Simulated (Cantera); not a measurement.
A Cantera script and what it prints.

```python
import numpy as np
import cantera as ct

gas_names = """
    CL CLO CL2 H HCL HOCL HO2 H2 H2O H2O2 O OH O2 O3 Ti TiCL TiCL2 TiCL3 TiCL4 TiO TiOCL TiOCL2 TiO2
""".split()
cond_names = """
    H2O(s) H2O(L) Ti(a) Ti(b) Ti(L) TiCL2(s) TiCL3(s) TiCL4(L) TiO(a) TiO(b) TiO(L) TiO2(ru) TiO2(L)
    Ti2O3(a) Ti2O3(b) Ti2O3(L) Ti3O5(a) Ti3O5(b) Ti3O5(L) Ti4O7(s) Ti4O7(L)
""".split()


# ... load() reads the species with a 1 bar reference pressure and builds the phases ...
atoms = {
    'TiCl4': {'Ti': 1, 'CL': 4},
    'O2': {'O': 2},
    'H2': {'H': 2},
}
top_T = {'TiCL2(s)': 1300, 'TiCL3(s)': 1000}  # K; cautious upper limits of use, not melting points


# ... equilibrate(T, P, feed) seeds the gas with the atoms and calls Mixture.equilibrate('TP', solver="vcs", rtol=1e-11, max_steps=5000) ...
results = []
feed = {'TiCl4': 1, 'O2': 17, 'H2': 1.2}  # mol
T = 1873  # K
P = 760  # Pa
mix = equilibrate(T, P, feed)
results.append((T, P, feed, dict(zip(mix.species_names, mix.species_moles))))
x = sorted(zip(gas.X, gas.species_names), reverse=True)
print(f"T = {T:g} K  P = {P:g} Pa  gas = {mix.phase_moles(0):.4g} mol")
print("   x: " + "  ".join(f"{s} {v:.3e}" for v, s in x if v > 0.0001))
print("   condensed (mol): " + ("  ".join(f"{mix.phase(i).name} {mix.phase_moles(i):.4g}"
      for i in range(1, mix.n_phases) if mix.phase_moles(i) > 1e-12) or "none"))
```

Result:

```
T = 1873 K  P = 760 Pa  gas = 20.18 mol
   x: O2 7.831e-01  CL 1.098e-01  HCL 8.730e-02  H2O 1.481e-02  O 2.399e-03  OH 1.909e-03  CL2 4.741e-04  CLO 1.414e-04
   condensed (mol): TiO2(ru) 0.9999
```

These are equilibrium values from Cantera (NASA tables, ideal gas, pure condensed phases), not measurements of a reactor.
